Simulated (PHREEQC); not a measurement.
Na2CO3 is added in steps, without added water, to 1 kg of water holding 0.044 mol HCl and 0.0027 mol NiSO4, at 45 °C. Oxygen is held at 0.21 atm. The system is closed to CO2. Only these solids could form: Ni(OH)2, NiCO3, Ni4(OH)6SO4, Halite, Mirabilite, Morenosite, Nahcolite, Natron.

Base run: PHREEQC, ion-association model, wateq4f.dat. Each further column changes one thing. The table gives Ni+2 (mol/kgw).

```
Na2CO3 added (mol)      base  Debye-Hückel limiting law  all activity coefficients set to 1  Davies equation for every ion
------------------  --------  -------------------------  ----------------------------------  -----------------------------
0                    0.00250                    0.00254                             0.00224                        0.00249
0.00475              0.00248                    0.00254                             0.00221                        0.00248
0.0095               0.00247                    0.00252                             0.00217                        0.00246
0.019                0.00239                    0.00248                             0.00196                        0.00239
0.02375              0.00192                    0.00210                             0.00128                        0.00192
0.0285              0.000863                    0.00110                            0.000378                       0.000871
0.03325             0.000342                   0.000512                            0.000110                       0.000348
0.04275              4.00e-5                    7.43e-5                             9.85e-6                        4.08e-5
0.0475               5.34e-6                    1.09e-5                             1.33e-6                        5.45e-6
0.05225              5.73e-7                    1.10e-6                             2.09e-7                        5.90e-7
0.057                1.65e-7                    3.14e-7                             7.34e-8                        1.71e-7
0.0665               4.71e-8                    9.42e-8                             2.34e-8                        4.87e-8
0.07125              3.21e-8                    6.65e-8                             1.63e-8                        3.32e-8
0.076                2.38e-8                    5.10e-8                             1.23e-8                        2.45e-8
```

At this temperature some constants are extrapolated from 25 °C, and those without enthalpy data are left unchanged. The database's nickel carbonate constants are estimates that later reviews lower a good deal.
